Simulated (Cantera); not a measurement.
Cantera with NASA thermochemical tables; ideal gases at 1 bar, condensed phases pure. Values are per mole of reaction as written; species without (g) are pure solids or liquids, kept so even where they would boil at 1 bar.

4 NO2(g) + 3 V2O3 ⇌ 3 V2O5 + 2 N2O(g)

| T (K) | ΔH° (kJ) | ΔS° (J/K) | ΔG° (kJ) | log10 K |
|---|---|---|---|---|
| 300 | -969.0 | -423.4 | -842.0 | 146.60 |
| 400 | -967.5 | -419.0 | -799.8 | 104.45 |
| 500 | -964.7 | -412.8 | -758.2 | 79.21 |
| 600 | [?] | [?] | [?] | [?] |
| 700 | [?] | [?] | [?] | [?] |
| 800 | -954.2 | -396.5 | -637.0 | 41.59 |

Q: Fill in the missing entries.

A: 
- 600, ΔH° (kJ): -961.3
- 600, ΔS° (J/K): -406.8
- 600, ΔG° (kJ): -717.3
- 600, log10 K: 62.44
- 700, ΔH° (kJ): -957.8
- 700, ΔS° (J/K): -401.4
- 700, ΔG° (kJ): -676.9
- 700, log10 K: 50.51
